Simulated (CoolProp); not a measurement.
R1234ze(Z) along the isotherm 4.85 °C: fugacity coefficient from the reference equation and from simpler models built on Tc = 150.1 °C, pc = 3.531 MPa, ω = 0.327; each cubic takes its own stable root.

Model: reference Helmholtz-energy equation of state, Akasaka 2019, in CoolProp.

| p (MPa) | phase | reference |
|---|---|---|
| 0.136 | liquid | 0.5891 |
| 0.272 | liquid | 0.2961 |
| 0.407 | liquid | 0.1989 |
| 0.543 | liquid | 0.1499 |
| 0.679 | liquid | 0.1205 |
| 0.815 | liquid | 0.1009 |
| 0.951 | liquid | 0.08694 |
| 1.09 | liquid | 0.07626 |
| 1.22 | liquid | 0.06848 |
| 1.36 | liquid | 0.06176 |
| 1.49 | liquid | 0.05666 |
| 1.63 | liquid | 0.05207 |
| 1.77 | liquid | 0.04821 |

Problem. How far does each simpler model (van der Waals, Soave-Redlich-Kwong, Peng-Robinson) lie from the reference over these 13 states: mean and median of the absolute difference, and the worst?

Solution. 
- van der Waals: mean 407.4 %, median 461.8 %, worst +477.5 % at 4.85 °C and 1.77 MPa
- Soave-Redlich-Kwong: mean 0.8 %, median 0.8 %, worst +1.6 % at 4.85 °C and 1.77 MPa
- Peng-Robinson: mean 1.0 %, median 1.0 %, worst +1.2 % at 4.85 °C and 1.77 MPa

At some of these states van der Waals gives the other phase, because its saturation line lies elsewhere.
